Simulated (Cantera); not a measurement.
A Cantera script and its output.

```python
import numpy as np
import cantera as ct

gas = ct.Solution("gri30.yaml")
gas.TPX = 1523, 1000000, {'CH4': 1, 'CO': 0.46, 'O2': 1.11, 'N2': 10.3}
reactor = ct.IdealGasReactor(gas, energy="on", clone=False)
net = ct.ReactorNet([reactor])
net.rtol, net.atol = 1e-08, 1e-16
show = ['CH4', 'CO', 'O2', 'H2O2', 'NO', 'HCN']
times = np.geomspace(2e-06, 2, 10)

steps = ct.SolutionArray(gas, extra=["t"])
rows = []
print(f"{'t/s':>10s}{'T/K':>9s}{'P/Pa':>11s}" + "".join(f"{s:>11s}" for s in show))
for t in times:
    while net.time < t:
        t_next = net.step()
        steps.append(gas.state, t=t_next)
    rows.append([np.interp(t, steps.t, y) for y in (steps.T, steps.P, *steps(*show).X.T)])
    print(f"{t:10.3e}{rows[-1][0]:9.1f}{rows[-1][1]:11.4g}" + "".join(f"{x:11.3e}" for x in rows[-1][2:]))
rate = np.gradient(steps.T, steps.t)
print("integrator steps:", len(steps.t))
if steps.T.max() > steps.T[0] + 200:
    print(f"time of steepest temperature rise: {steps.t[rate.argmax()]:.4e} s")
gas.TPX = 1523, 1000000, {'CH4': 1, 'CO': 0.46, 'O2': 1.11, 'N2': 10.3}
gas.equilibrate("UV")
print(f"equilibrium (UV): T = {gas.T:.1f} K  " + "  ".join(f"{s} {gas[s].X[0]:.3e}" for s in show))
```

It prints:

```
       t/s      T/K       P/Pa        CH4         CO         O2       H2O2         NO        HCN
 2.000e-06   1523.0      1e+06  7.770e-02  3.574e-02  8.625e-02  1.720e-08  2.618e-15  1.434e-17
 9.283e-06   1523.0      1e+06  7.768e-02  3.574e-02  8.624e-02  5.381e-08  1.947e-14  4.078e-16
 4.309e-05   1523.4      1e+06  7.754e-02  3.573e-02  8.617e-02  7.937e-08  2.606e-13  1.262e-14
 2.000e-04   1531.8  1.006e+06  7.594e-02  3.577e-02  8.525e-02  3.250e-07  3.919e-12  2.653e-13
 9.283e-04   2387.0  1.677e+06  2.575e-06  9.041e-02  6.859e-07  1.342e-09  1.317e-04  2.385e-05
 4.309e-03   2387.8  1.677e+06  6.914e-10  9.043e-02  7.011e-07  1.367e-09  5.096e-05  1.134e-06
 2.000e-02   2388.0  1.677e+06  6.794e-10  9.043e-02  7.028e-07  1.370e-09  3.353e-05  7.319e-07
 9.283e-02   2388.0  1.677e+06  6.793e-10  9.043e-02  7.028e-07  1.370e-09  3.347e-05  7.305e-07
 4.309e-01   2388.0  1.677e+06  6.793e-10  9.043e-02  7.028e-07  1.370e-09  3.347e-05  7.305e-07
 2.000e+00   2388.0  1.677e+06  6.793e-10  9.043e-02  7.028e-07  1.370e-09  3.347e-05  7.305e-07
integrator steps: 2002
time of steepest temperature rise: 5.2847e-04 s
equilibrium (UV): T = 2388.0 K  CH4 7.557e-10  CO 9.043e-02  O2 7.028e-07  H2O2 1.370e-09  NO 3.347e-05  HCN 7.305e-07
```

Computed with Cantera and GRI-Mech 3.0 (53 species, 325 reactions).
